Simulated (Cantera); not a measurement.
Standard-state values (1 bar) from the NASA 1993 polynomials, evaluated with Cantera. Values are per mole of reaction as written; species without (g) are pure solids or liquids, kept so even where they would boil at 1 bar.

### Question
Between 498 and 948 K, where is each reaction favourable under standard conditions?
- 2 Fe2O3 + 8 SO2(g) ⇌ 4 FeS2 + 11 O2(g)

### Answer
- 2 Fe2O3 + 8 SO2(g) ⇌ 4 FeS2 + 11 O2(g): ΔG° is 3184 kJ at 498 K and 3046 kJ at 948 K; it stays positive (K < 1). ΔH° is 3324 kJ and ΔS° 294 J/K at 948 K.
